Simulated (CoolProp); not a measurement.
Properties of R410A along the isobar 2.84 MPa.

Values from CoolProp's reference Helmholtz-energy equation of state, Lemmon 2003. It is a pseudo-pure fit of the blend.

```tsv
T (K)	phase	density (kg/m³)	cp (kJ/(kg K))	isothermal compressibility (1/MPa)
339.7	gas	100.3	1.389	0.5200
352.1	gas	91.23	1.264	0.4754
364.4	gas	84.52	1.198	0.4484
376.7	gas	79.16	1.161	0.4301
389	gas	74.72	1.138	0.4167
401.4	gas	70.91	1.126	0.4065
413.7	gas	67.62	1.120	0.3986
426	gas	64.72	1.119	0.3922
438.4	gas	62.11	1.122	0.3869
450.7	gas	59.78	1.126	0.3825
463	gas	57.66	1.132	0.3788
475.3	gas	55.72	1.140	0.3756
487.7	gas	53.92	1.148	0.3729
500	gas	52.26	1.157	0.3705
```
